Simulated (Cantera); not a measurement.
Input (Python, Cantera) and output of one run.

```python
import numpy as np
import cantera as ct

gas_names = """
    SO3 SO2
""".split()
cond_names = """
    S(cr1) S(cr2) S(L)
""".split()


def load(file, names, dense=False):
    # The tables refer to 1 bar. Condensed volumes are neglected.
    table = {s.name: s for s in ct.Species.list_from_file(file)}
    out = []
    for n in names:
        d = dict(table[n].input_data)
        d["thermo"] = dict(d["thermo"], **{"reference-pressure": 1e5})
        if dense:
            d["equation-of-state"] = {"model": "constant-volume", "density": "1e6 g/cm^3"}
        out.append(ct.Species.from_dict(d))
    return out


species = {s.name: s for s in load("nasa_gas.yaml", gas_names) + load("nasa_condensed.yaml", cond_names)}
# Each term lists the table entries of one substance; the one whose range holds T is used.
reactions = {
    'S + 2 SO3(g) = 3 SO2(g)':
        [(-1, ['S(cr1)', 'S(cr2)', 'S(L)']), (-2, ['SO3']), (3, ['SO2'])],
}


def pick(names, T):
    return next(species[n] for n in names if species[n].thermo.min_temp <= T <= species[n].thermo.max_temp)


results = []
for label, terms in reactions.items():
    print(label)
    print("     T/K   dH/kJ  dS/(J/K)   dG/kJ   log10 K")
    for T in [300, 948, 973, 998, 1023, 1048]:
        used = [(nu, pick(names, T)) for nu, names in terms]
        dH = sum(nu * s.thermo.h(T) for nu, s in used) / 1e6
        dS = sum(nu * s.thermo.s(T) for nu, s in used) / 1e3
        dG = dH - T * dS / 1e3
        logK = -dG * 1e6 / (ct.gas_constant * T * np.log(10))
        results.append((label, T, dH, dS, dG, logK, [s.name for _, s in used]))
        print(f"{T:8g} {dH:8.1f} {dS:8.1f} {dG:8.1f} {logK:8.2f}")
```

Output:

```
S + 2 SO3(g) = 3 SO2(g)
     T/K   dH/kJ  dS/(J/K)   dG/kJ   log10 K
     300    -99.0    199.0   -158.7    27.63
     948   -114.1    171.6   -276.8    15.25
     973   -114.7    171.1   -281.1    15.09
     998   -115.2    170.5   -285.4    14.94
    1023   -115.7    170.0   -289.6    14.79
    1048   -116.2    169.6   -293.9    14.65
```

Standard-state values (1 bar) from the NASA 1993 polynomials, evaluated with Cantera. Condensed species are held in their standard states even where they would react or evaporate.
